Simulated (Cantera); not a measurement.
Charge: 1 mol MgO, 0.055 mol H2S, 0.32 mol O2, at 1625 K.

Method: chemical equilibrium by Gibbs-energy minimisation in Cantera with the NASA 1993 tables (ideal gas, pure condensed phases). Candidate condensed phases: H2O, H2SO4, Mg, MgO, Mg(OH)2, MgS, MgSO4, S; 26 gas species. Equilibrium is a limit: real reactors are often held back by kinetics, nucleation or transport.

Question: At 20.0 bar, list the 5 most abundant gas species with their mole fractions, and the condensed phases.

Answer: O2 0.682, H2O 0.159, SO2 0.148, SO3 0.0113, OH 0.000171. Condensed: MgO(s).
